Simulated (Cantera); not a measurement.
Mixture: CH4 : O2 : N2 = 1 : 2.06 : 7.75 (molar parts), equivalence ratio 0.97, at 380000 Pa, adiabatic and at constant pressure. Ignition delay is the time to a rise of 400 K.

Computed with Cantera and GRI-Mech 3.0 (53 species, 325 reactions).

```
quantity                                                before       after
--------------------------------------------------  ----------  ----------
delay at 1150 K                                        25.6 ms     46.4 ms
delay at 1300 K                                        3.72 ms     6.61 ms
delay at 1450 K                                       0.691 ms     1.18 ms
delay at 1600 K                                       0.162 ms    0.251 ms
delay at 1750 K                                        49.2 µs     67.3 µs
apparent activation energy between 1675 and 1825 K  180 kJ/mol  200 kJ/mol
```

**Question.** Which change was made?
(A) pressure from 380000 Pa to 670000 Pa
(B) pressure from 380000 Pa to 140000 Pa
(C) CH4 1 to 2.8 parts
(D) O2 2.06 to 3.1 parts

**Answer.** C, CH4 1 to 2.8 parts
